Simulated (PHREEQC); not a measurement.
**Polishing slurry liquid**

Consider water at 25 °C with 0.46 mol HNO3, 6.1e-05 mol K2SO4 and 0.00094 mol CO2 per kg of water. Closed to the air; pH follows from the charge balance.

The numbers come from PHREEQC with the ion-association model, phreeqc.dat.

Each row changes one thing in this solution. No solid was allowed to form.

```csv
case,pH,HSO4- (mol/kgw),SO4-2 (mol/kgw),(CO2)2 (mol/kgw),HCO3- (mol/kgw),KSO4- (mol/kgw)
as made,0.45,5.54e-5,5.57e-6,1.80e-8,1.86e-9,9.45e-10
HNO3 replaced by Mg(NO3)2 at the same molality,4.38,8.81e-9,1.39e-5,1.97e-8,1.96e-5,1.46e-9
HNO3 from 0.46 to 0.414 mol/kgw,0.50,5.51e-5,5.86e-6,1.78e-8,2.02e-9,1.04e-9
diluted 5-fold with water,1.12,9.56e-6,2.65e-6,6.63e-10,1.41e-9,1.69e-10
K2SO4 from 6.1e-05 to 1.22e-05 mol/kgw,0.45,1.11e-5,1.11e-6,1.80e-8,1.86e-9,3.78e-11
```

The ionic strength passes 0.7 mol/kgw, the rough limit of the ion-association models, in HNO3 replaced by Mg(NO3)2 at the same molality.
